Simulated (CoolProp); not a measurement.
Vapour-liquid equilibrium of n-heptane (1) + n-dodecane (2) at 323.5 K; x and y are mole fractions of (1).

The numbers come from the multi-fluid Helmholtz-energy mixture model, Span 2003 and Lemmon 2004; pair parameters Bell 2016 in CoolProp.

```json
[
 {"x": "0.05", "bubble pressure, mixture model (kPa)": "1.045", "bubble pressure, Raoult's law (kPa)": "1.072", "y, mixture model": "0.890", "y, Raoult's law": "0.893"},
 {"x": "0.15", "bubble pressure, mixture model (kPa)": "3.006", "bubble pressure, Raoult's law (kPa)": "2.975", "y, mixture model": "0.966", "y, Raoult's law": "0.966"},
 {"x": "0.25", "bubble pressure, mixture model (kPa)": "5.041", "bubble pressure, Raoult's law (kPa)": "4.878", "y, mixture model": "0.982", "y, Raoult's law": "0.981"},
 {"x": "0.35", "bubble pressure, mixture model (kPa)": "7.072", "bubble pressure, Raoult's law (kPa)": "6.781", "y, mixture model": "0.989", "y, Raoult's law": "0.988"},
 {"x": "0.45", "bubble pressure, mixture model (kPa)": "9.052", "bubble pressure, Raoult's law (kPa)": "8.684", "y, mixture model": "0.993", "y, Raoult's law": "0.992"},
 {"x": "0.55", "bubble pressure, mixture model (kPa)": "10.96", "bubble pressure, Raoult's law (kPa)": "10.59", "y, mixture model": "0.995", "y, Raoult's law": "0.995"},
 {"x": "0.65", "bubble pressure, mixture model (kPa)": "12.80", "bubble pressure, Raoult's law (kPa)": "12.49", "y, mixture model": "0.997", "y, Raoult's law": "0.997"},
 {"x": "0.75", "bubble pressure, mixture model (kPa)": "14.59", "bubble pressure, Raoult's law (kPa)": "14.39", "y, mixture model": "0.998", "y, Raoult's law": "0.998"},
 {"x": "0.85", "bubble pressure, mixture model (kPa)": "16.37", "bubble pressure, Raoult's law (kPa)": "16.30", "y, mixture model": "0.999", "y, Raoult's law": "0.999"},
 {"x": "0.95", "bubble pressure, mixture model (kPa)": "18.20", "bubble pressure, Raoult's law (kPa)": "18.20", "y, mixture model": "1.000", "y, Raoult's law": "1.000"}
]
```

The largest gap from Raoult's law is +4.3 % in bubble pressure, at x = 0.35. No azeotrope shows between x = 0.05 and 0.95.

Pair parameters are fitted to limited data, so mixtures are less certain than the pure fluids. The gap from Raoult's law changes sign with composition, which may be real or a fault of the pair parameters; it wasn't checked against measurements.
